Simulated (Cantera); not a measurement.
Input: 1 mol SiH₂Cl₂, 2.8 mol HCl, 94 mol N₂, at 1548 K and 100 Torr.

Cantera equilibrium calculation (NASA polynomials, part measured and part estimated; ideal gas, pure solids and liquids). Candidate condensed phases: NH₄Cl, Si, Si₃N₄; 28 gas species. The tables' values for SiCl₃ are old estimates; treat these amounts as uncertain. Equilibrium is a limit: real reactors are often held back by kinetics, nucleation or transport.

Base state: N₂ 0.953, HCl 0.0331, H₂ 0.00780, SiCl₂ 0.00447, SiCl₃ 0.00113, SiCl₄ 0.000801, Cl 2.53e-5, SiHCl₃ 2.30e-5 (mole fractions); condensed: Si₃N₄(s).

### Question
What changes in the equilibrium state with this change: HCl from 2.8 to 0.033 mol?

### Answer
| species | before | after |
|---|---|---|
| N₂ | 0.953 | 0.979 |
| HCl | 0.0331 | 0.0149 |
| H₂ | 0.00780 | 0.00318 |
| SiCl₂ | 0.00447 | 0.00219 |
| SiHCl₃ | 2.30e-5 | 5.08e-6 |
| SiCl₄ | 0.000801 | 0.000195 |
| SiCl₃ | 0.00113 | 0.000391 |
| Cl | 2.53e-5 | 1.78e-5 |
| Si₃N₄(s), mol | 0.123 | 0.245 |
